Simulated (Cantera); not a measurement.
A perfectly stirred reactor is fed with C₂H₆ : N₂ = 1 : 80 (molar parts), at 0.987 atm; it is held at 1873 K, and followed from long to short residence time.

Detailed kinetics in Cantera: GRI-Mech 3.0 (53 species, 325 reactions). GRI-Mech 3.0 stops at C3 and has no aromatics, soot or wall deposition, so with more carbon than oxygen in the feed, carbon stays in small species such as C2H2 where larger ones or solid carbon would form.

Question: What does this change do: N2 80 to 9.5 parts?

Answer: 
```csv
quantity,before,after
x(C₂H₆) at τ = 6.00 s,3.60e-8,2.11e-7
x(H₂) at τ = 6.00 s,0.0238,0.158
x(H) at τ = 6.00 s,0.000103,0.000261
x(CH₂) at τ = 6.00 s,7.27e-8,8.27e-8
x(C₂H₂) at τ = 6.00 s,0.0115,0.0791
x(C₂H₆) at τ = 97.0 ms,2.07e-6,1.07e-5
x(H₂) at τ = 97.0 ms,0.0224,0.150
x(H) at τ = 97.0 ms,0.000123,0.000292
x(CH₂) at τ = 97.0 ms,6.40e-7,6.16e-7
x(C₂H₂) at τ = 97.0 ms,0.0114,0.0766
```

Question: What does this change do: C2H6 1 to 2.9 parts?

Answer: 
| quantity | before | after |
|---|---|---|
| x(C₂H₆) at τ = 6.00 s | 3.60e-8 | 8.91e-8 |
| x(H₂) at τ = 6.00 s | 0.0238 | 0.0646 |
| x(H) at τ = 6.00 s | 0.000103 | 0.000168 |
| x(CH₂) at τ = 6.00 s | 7.27e-8 | 7.54e-8 |
| x(C₂H₂) at τ = 6.00 s | 0.0115 | 0.0322 |
| x(C₂H₆) at τ = 97.0 ms | 2.07e-6 | 4.99e-6 |
| x(H₂) at τ = 97.0 ms | 0.0224 | 0.0610 |
| x(H) at τ = 97.0 ms | 0.000123 | 0.000196 |
| x(CH₂) at τ = 97.0 ms | 6.40e-7 | 6.41e-7 |
| x(C₂H₂) at τ = 97.0 ms | 0.0114 | 0.0312 |

Question: What does this change do: C2H6 1 to 1.6 parts?

Answer: 
```json
[
 {"quantity": "x(C₂H₆) at τ = 6.00 s", "before": "3.60e-8", "after": "5.43e-8"},
 {"quantity": "x(H₂) at τ = 6.00 s", "before": "0.0238", "after": "0.0372"},
 {"quantity": "x(H) at τ = 6.00 s", "before": "0.000103", "after": "0.000128"},
 {"quantity": "x(CH₂) at τ = 6.00 s", "before": "7.27e-8", "after": "7.41e-8"},
 {"quantity": "x(C₂H₂) at τ = 6.00 s", "before": "0.0115", "after": "0.0184"},
 {"quantity": "x(C₂H₆) at τ = 97.0 ms", "before": "2.07e-6", "after": "3.09e-6"},
 {"quantity": "x(H₂) at τ = 97.0 ms", "before": "0.0224", "after": "0.0352"},
 {"quantity": "x(H) at τ = 97.0 ms", "before": "0.000123", "after": "0.000152"},
 {"quantity": "x(CH₂) at τ = 97.0 ms", "before": "6.40e-7", "after": "6.46e-7"},
 {"quantity": "x(C₂H₂) at τ = 97.0 ms", "before": "0.0114", "after": "0.0180"}
]
```
